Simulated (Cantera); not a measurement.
Feed: 1 mol SiH₄, 240 mol N₂, at 1773 K and 9.70 mbar.

Equilibrium computed with Cantera from the NASA thermochemical tables; the gas is ideal and each condensed phase is pure. Candidate condensed phases: Si, Si₃N₄; 18 gas species. Kinetics and transport are ignored.

Base state: N₂ 0.991, H₂ 0.00815, H 0.000261, Si 0.000154 (mole fractions); condensed: Si₃N₄(s).

Question: What changes in the equilibrium state with this change: SiH₄ replaced by Si₃H₈?

Answer: 
```tsv
species	before	after
N₂	0.991	0.983
H₂	0.00815	0.0163
H	0.000261	0.000369
Si	0.000154	0.000155
Si₃N₄(s), mol	0.319	0.985
```
The feed counts by its element totals alone.

Question: What changes in the equilibrium state with this change: SiH₄ replaced by SiH₂Cl₂?

Answer: 
```csv
species,before,after
N₂,0.991,0.991
SiCl₂,0,0.00304
H₂,0.00815,0.00304
HCl,0,0.00203
Cl,0,8.16e-5
SiCl,0,5.67e-5
H,0.000261,0.000159
Si,0.000154,0.000154
"Si₃N₄(s), mol",0.319,0.0685
```
The tables' values for SiCl are old estimates; treat these amounts as uncertain. Further candidate phases: NH₄Cl.
